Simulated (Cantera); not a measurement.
What does this Cantera script print?

```python
import numpy as np
import cantera as ct

gas_names = [...]  # 129 gases of nasa_gas.yaml made of C, Ca, H, O, S
cond_names = """
    C(gr) C6H6(L) C7H8(L) C8H18(L),n-octa Ca(a) Ca(b) Ca(L) CaCO3(caL) CaO(s) CaO(L) CaO2H2(s) CaS(s)
    CaSO4(s) H2O(s) H2O(L) H2SO4(L) S(cr1) S(cr2) S(L)
""".split()


# ... load() reads the species with a 1 bar reference pressure and builds the phases ...
atoms = {
    'CaCO3': {'Ca': 1, 'C': 1, 'O': 3},
    'H2S': {'H': 2, 'S': 1},
    'O2': {'O': 2},
}
top_T = {'C(gr)': 4500, 'CaS(s)': 2750, 'CaSO4(s)': 1730}  # K; cautious upper limits of use, not melting points


# ... equilibrate(T, P, feed) seeds the gas with the atoms and calls Mixture.equilibrate('TP', solver="vcs", rtol=1e-11, max_steps=5000) ...
results = []
feed = {'CaCO3': 1, 'H2S': 1.4, 'O2': 0.11}  # mol
P = 1500  # Pa
for T in [875, 900, 925, 950, 975, 1000, 1025, 1050, 1075, 1100]:
    mix = equilibrate(T, P, feed)
    results.append((T, P, feed, dict(zip(mix.species_names, mix.species_moles))))
    x = sorted(zip(gas.X, gas.species_names), reverse=True)
    print(f"T = {T:g} K  P = {P:g} Pa  gas = {mix.phase_moles(0):.4g} mol")
    print("   x: " + "  ".join(f"{s} {v:.3e}" for v, s in x if v > 0.0001))
    print("   condensed (mol): " + ("  ".join(f"{mix.phase(i).name} {mix.phase_moles(i):.4g}"
          for i in range(1, mix.n_phases) if mix.phase_moles(i) > 1e-12) or "none"))
```

It prints:

```
T = 875 K  P = 1500 Pa  gas = 2.508 mol
   x: H2O 4.706e-01  CO2 3.961e-01  H2S 8.190e-02  S2 3.362e-02  SO2 9.197e-03  H2 5.754e-03  CO 1.836e-03  COS 8.383e-04  S2O 1.641e-04
   condensed (mol): CaS(s) 1
T = 900 K  P = 1500 Pa  gas = 2.511 mol
   x: H2O 4.713e-01  CO2 3.945e-01  H2S 7.857e-02  S2 3.523e-02  SO2 8.997e-03  H2 7.588e-03  CO 2.761e-03  COS 9.127e-04  S2O 1.656e-04
   condensed (mol): CaS(s) 1
T = 925 K  P = 1500 Pa  gas = 2.516 mol
   x: H2O 4.718e-01  CO2 3.925e-01  H2S 7.491e-02  S2 3.688e-02  H2 9.771e-03  SO2 8.984e-03  CO 4.020e-03  COS 9.798e-04  S2O 1.689e-04
   condensed (mol): CaS(s) 1
T = 950 K  P = 1500 Pa  gas = 2.521 mol
   x: H2O 4.721e-01  CO2 3.900e-01  H2S 7.092e-02  S2 3.859e-02  H2 1.229e-02  SO2 9.170e-03  CO 5.667e-03  COS 1.037e-03  S2O 1.742e-04
   condensed (mol): CaS(s) 1
T = 975 K  P = 1500 Pa  gas = 2.527 mol
   x: H2O 4.724e-01  CO2 3.870e-01  H2S 6.662e-02  S2 4.033e-02  H2 1.511e-02  SO2 9.569e-03  CO 7.746e-03  COS 1.080e-03  S2O 1.817e-04
   condensed (mol): CaS(s) 1
T = 1000 K  P = 1500 Pa  gas = 2.533 mol
   x: H2O 4.725e-01  CO2 3.834e-01  H2S 6.206e-02  S2 4.207e-02  H2 1.819e-02  CO 1.028e-02  SO2 1.020e-02  COS 1.108e-03  S2O 1.913e-04
   condensed (mol): CaS(s) 1
T = 1025 K  P = 1500 Pa  gas = 2.54 mol
   x: H2O 4.724e-01  CO2 3.793e-01  H2S 5.735e-02  S2 4.375e-02  H2 2.146e-02  CO 1.329e-02  SO2 1.107e-02  COS 1.121e-03  S2O 2.029e-04
   condensed (mol): CaS(s) 1
T = 1050 K  P = 1500 Pa  gas = 2.547 mol
   x: H2O 4.722e-01  CO2 3.747e-01  H2S 5.258e-02  S2 4.532e-02  H2 2.486e-02  CO 1.675e-02  SO2 1.221e-02  COS 1.118e-03  S2O 2.165e-04
   condensed (mol): CaS(s) 1
T = 1075 K  P = 1500 Pa  gas = 2.555 mol
   x: H2O 4.717e-01  CO2 3.697e-01  H2S 4.787e-02  S2 4.670e-02  H2 2.834e-02  CO 2.065e-02  SO2 1.363e-02  COS 1.101e-03  S2O 2.316e-04
   condensed (mol): CaS(s) 1
T = 1100 K  P = 1500 Pa  gas = 2.563 mol
   x: H2O 4.711e-01  CO2 3.642e-01  S2 4.786e-02  H2S 4.332e-02  H2 3.185e-02  CO 2.496e-02  SO2 1.536e-02  COS 1.073e-03  S2O 2.479e-04
   condensed (mol): CaS(s) 1
```

Equilibrium computed with Cantera from the NASA thermochemical tables; the gas is ideal and each condensed phase is pure. Gases not in the tables: S3 to S7.
